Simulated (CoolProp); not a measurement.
Aqueous methanol as a coolant, 33 % by mass, freezing at -29.3 °C, 1 atm.

Model: Melinder's fits for secondary coolants, in CoolProp.

```
T (°C)  density (kg/m³)  Prandtl number  cp (kJ/(kg K))  conductivity (W/(m K))
------  ---------------  --------------  --------------  ----------------------
-14.9             962.2            66.8           3.667                   0.395
-11.3             960.8            56.3           3.705                   0.397
-7.7              959.4            47.8           3.741                   0.399
-4.1              957.9            41.0           3.775                   0.402
-0.5              956.4            35.4           3.807                   0.404
3.1               954.8            30.7           3.837                   0.406
6.7               953.1            26.9           3.865                   0.409
10.3              951.4            23.6           3.889                   0.411
13.9              949.7            20.9           3.912                   0.413
17.5              947.9            18.6           3.931                   0.416
21.1              946.0            16.6           3.947                   0.418
24.7              944.1            14.9           3.961                   0.421
28.3              942.2            13.4           3.971                   0.423
31.9              940.2            12.1           3.977                   0.426
```
